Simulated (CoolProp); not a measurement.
R142b along the isotherm 470 K: fugacity coefficient from the reference equation and from simpler models built on Tc = 410.3 K, pc = 40.55 bar, ω = 0.232; each cubic takes its own stable root.

Model: reference Helmholtz-energy equation of state, Lemmon 2006, in CoolProp. It is a short technical equation, of lower accuracy than the large ones.

```csv
p (bar),phase,reference
36.9,gas,0.8115
73.7,supercritical,0.6430
111,supercritical,0.5203
147,supercritical,0.4530
184,supercritical,0.4125
221,supercritical,0.3882
258,supercritical,0.3737
295,supercritical,0.3659
332,supercritical,0.3627
369,supercritical,0.3632
405,supercritical,0.3664
```

**Question.** How far does each simpler model (van der Waals, Soave-Redlich-Kwong, Peng-Robinson) lie from the reference over these 11 states: mean and median of the absolute difference, and the worst?

**Answer.** 
- van der Waals: mean 11.3 %, median 8.9 %, worst +29.0 % at 470 K and 405 bar
- Soave-Redlich-Kwong: mean 10.1 %, median 11.4 %, worst +16.4 % at 470 K and 405 bar
- Peng-Robinson: mean 0.7 %, median 0.5 %, worst -2.4 % at 470 K and 73.7 bar
